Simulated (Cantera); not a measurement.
Cantera run:

```python
import numpy as np
import cantera as ct

gas_names = """
    B BH BH2 BH3 BN B2 H H2 N NH NH2 NH3 N2 N2H2 N2H4
""".split()
cond_names = """
    B(b) B(L) BN(s)
""".split()


# ... load() reads the species with a 1 bar reference pressure and builds the phases ...
atoms = {
    'B': {'B': 1},
    'H2': {'H': 2},
    'NH3': {'N': 1, 'H': 3},
}
top_T = {'BN(s)': 3200}  # K; cautious upper limits of use, not melting points


# ... equilibrate(T, P, feed) seeds the gas with the atoms and calls Mixture.equilibrate('TP', solver="vcs", rtol=1e-11, max_steps=5000) ...
results = []
feed = {'B': 1, 'H2': 59, 'NH3': 0.00031}  # mol
P = 1333.22  # Pa
for T in [873, 973, 1073, 1173, 1273, 1373, 1473, 1573, 1673, 1773, 1873]:
    mix = equilibrate(T, P, feed)
    results.append((T, P, feed, dict(zip(mix.species_names, mix.species_moles))))

top = {s: max(r[3][s] / sum(r[3][g] for g in gas_names) for r in results) for s in gas_names}
cols = sorted((s for s in top if top[s] > 1e-05), key=lambda s: -top[s])[:7]
seen = [c for c in cond_names if any(r[3].get(c, 0) > 1e-12 for r in results)]
print("log10 of partial pressures in bar; condensed amounts in mol")
print(f"{'T/K':>10s}" + "".join(f"{s[:9]:>10s}" for s in cols + seen))
for T, P, feed, n in results:
    ng = sum(n[g] for g in gas_names)
    print(f"{T:10.4g}" + "".join(f"{np.log10(max(n[s] / ng * P / 1e5, 1e-99)):10.3f}" for s in cols)
          + "".join(f"{n.get(c, 0):10.4g}" for c in seen))
```

It prints:

```
log10 of partial pressures in bar; condensed amounts in mol
       T/K        H2         H       BH2      B(b)     BN(s)
       873    -1.875   -11.267   -11.766    0.9997   0.00031
       973    -1.875    -9.904   -10.558    0.9997   0.00031
      1073    -1.875    -8.791    -9.578    0.9997   0.00031
      1173    -1.875    -7.866    -8.767    0.9997   0.00031
      1273    -1.875    -7.084    -8.085    0.9996   0.00031
      1373    -1.875    -6.415    -7.504    0.9995 0.0003088
      1473    -1.875    -5.835    -7.004    0.9992 0.0002868
      1573    -1.875    -5.328    -6.568    0.9987 9.614e-07
      1673    -1.876    -4.881    -6.185     0.997         0
      1773    -1.876    -4.484    -5.847    0.9936         0
      1873    -1.878    -4.129    -5.546    0.9871         0
```

Cantera equilibrium calculation (NASA polynomials, part measured and part estimated; ideal gas, pure solids and liquids). Mutual solubility and eutectic melting of coexisting phases are not modelled. The tables' values for BH2 are old estimates; treat these amounts as uncertain.
